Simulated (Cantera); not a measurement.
Cantera run, input and output.

```python
import numpy as np
import cantera as ct

gas = ct.Solution("h2o2.yaml")
gas.TPX = 550, 31000, {'H2': 1, 'O2': 0.385, 'N2': 1.45}
flame = ct.FreeFlame(gas, width=0.091)
flame.set_refine_criteria(ratio=3, slope=0.08, curve=0.16)
flame.transport_model = "mixture-averaged"
flame.solve(loglevel=0, auto=True)
z, T = flame.grid, flame.T
thick = (T[-1] - T[0]) / np.gradient(T, z).max()
show = ['H2', 'O2', 'H2O2', 'H', 'OH', 'H2O']
print(f"laminar burning velocity  {flame.velocity[0] * 100:.3f} cm/s")
print(f"burnt temperature         {T[-1]:.1f} K")
print(f"thermal thickness         {thick * 1e3:.4f} mm")
print(f"grid points               {len(z)}")
z0 = z[flame.heat_release_rate.argmax()]
print(f"{'z/mm':>9s}{'T/K':>9s}{'u/(m/s)':>9s}" + "".join(f"{s:>11s}" for s in show))
rows = []
for k in (-3, -2, -1.5, -1, -0.5, -0.25, 0, 0.25, 0.5, 1, 2, 4, 8):
    zz = z0 + k * thick
    rows.append([k * thick, np.interp(zz, z, T), np.interp(zz, z, flame.velocity),
                 *(np.interp(zz, z, flame.X[gas.species_index(s)]) for s in show)])
    print(f"{rows[-1][0] * 1e3:9.3f}{rows[-1][1]:9.1f}{rows[-1][2]:9.3f}" + "".join(f"{x:11.3e}" for x in rows[-1][3:]))
```

Output:

```
laminar burning velocity  646.370 cm/s
burnt temperature         2449.0 K
thermal thickness         2.0562 mm
grid points               141
     z/mm      T/K  u/(m/s)         H2         O2       H2O2          H         OH        H2O
   -6.169    550.0    6.464  3.527e-01  1.358e-01  9.033e-17  2.594e-17  6.939e-20  1.162e-14
   -4.112    550.0    6.464  3.527e-01  1.358e-01  3.633e-16  9.603e-14  9.906e-17  1.466e-13
   -3.084    550.0    6.464  3.527e-01  1.358e-01  4.009e-14  2.428e-11  1.683e-14  1.401e-11
   -2.056    550.0    6.464  3.527e-01  1.358e-01  4.429e-11  2.739e-08  2.689e-11  8.296e-09
   -1.028    557.7    6.544  3.512e-01  1.358e-01  1.230e-06  1.706e-04  3.156e-05  3.647e-04
   -0.514    719.0    8.312  3.259e-01  1.316e-01  4.284e-06  8.019e-03  5.002e-04  1.368e-02
    0.000   1151.7   12.889  1.942e-01  8.592e-02  1.248e-06  6.407e-02  3.145e-03  1.111e-01
    0.514   1448.2   16.000  9.009e-02  2.408e-02  1.182e-06  9.978e-02  8.070e-03  2.237e-01
    1.028   1571.1   17.229  8.090e-02  1.499e-02  8.620e-07  9.433e-02  1.029e-02  2.412e-01
    2.056   1709.7   18.569  8.463e-02  1.234e-02  5.100e-07  7.997e-02  1.240e-02  2.480e-01
    4.112   1862.0   19.996  8.841e-02  9.908e-03  2.692e-07  6.418e-02  1.407e-02  2.560e-01
    8.225   2017.2   21.403  9.071e-02  7.353e-03  1.429e-07  4.893e-02  1.476e-02  2.660e-01
   16.450   2163.4   22.686  9.159e-02  4.934e-03  8.266e-08  3.540e-02  1.410e-02  2.770e-01
```

Cantera simulation using the H2/O2 subset of GRI-Mech 3.0, which has no nitrogen chemistry; the numbers are that mechanism's predictions, not measurements. Burning velocities carry a grid error of a few per cent, more on coarse grids.
